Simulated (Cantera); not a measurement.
Standard-state values (1 bar) from the NASA 1993 polynomials, evaluated with Cantera. Values are per mole of reaction as written; species without (g) are pure solids or liquids, kept so even where they would boil at 1 bar.

6 OH(g) + 2 Cr ⇌ 3 H2(g) + 2 CrO3(g), with ΔH° = -821.9 kJ and ΔS° = -225.4 J/K at 300 K.

Problem. How far is the shortcut ΔG° ≈ ΔH°(300 K) − T·ΔS°(300 K) from the full temperature-dependent value at 1800, 1900, 2000, 2100, 2200, 2300 K?

Solution. 
```tsv
T (K)	shortcut (kJ)	full (kJ)	difference (kJ)	difference in log10 K	condensed phases
1800	-416.2	-403.9	-12.2	0.36	Cr(s)
1900	-393.6	-379.8	-13.9	0.38	Cr(s)
2000	-371.1	-355.4	-15.7	0.41	Cr(s)
2100	-348.6	-330.8	-17.8	0.44	Cr(s)
2200	-326.0	-304.6	-21.4	0.51	Cr(l)
2300	-303.5	-277.7	-25.7	0.58	Cr(l)
```
The shortcut ignores heat capacities and the phase changes listed.
